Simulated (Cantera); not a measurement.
## Thermodynamics of chlorosilane synthesis and conversion, feed Si + Cl2 + H2

Feed: 1 mol Si, a varied amount of Cl2, 0.33 mol H2, equilibrated at 798.15 K and 100000 Pa.

These are equilibrium values from Cantera (NASA tables, ideal gas, pure condensed phases), not measurements of a reactor. Candidate condensed phases: Si; 19 gas species. The tables' values for SiCl3 are old estimates; treat these amounts as uncertain. Kinetics and transport are ignored.

From 0.5 mol Cl2 to 1.8 mol Cl2 the condensed part is Si(s). From 2 mol Cl2 to 2.2 mol Cl2 nothing is condensed. The main Si-bearing gas is SiCl4 throughout.

```
n(Cl2) (mol)  x SiCl4    x H2    x HCl  x SiHCl3  n Si(s)
------------  -------  ------  -------  --------  -------
0.5             0.354   0.524  0.00139     0.118    0.733
0.72            0.443   0.427  0.00133     0.126    0.618
0.94            0.509   0.359  0.00126     0.128    0.504
1.2             0.569   0.300  0.00118     0.127    0.371
1.4             0.606   0.265  0.00113     0.125    0.268
1.6             0.637   0.237  0.00108     0.123    0.166
1.8             0.663   0.214  0.00104     0.120   0.0633
2               0.739   0.236   0.0124    0.0124        0
2.2             0.653  0.0848    0.262  0.000187        0
```
x: gas mole fraction; n: condensed amount in mol.
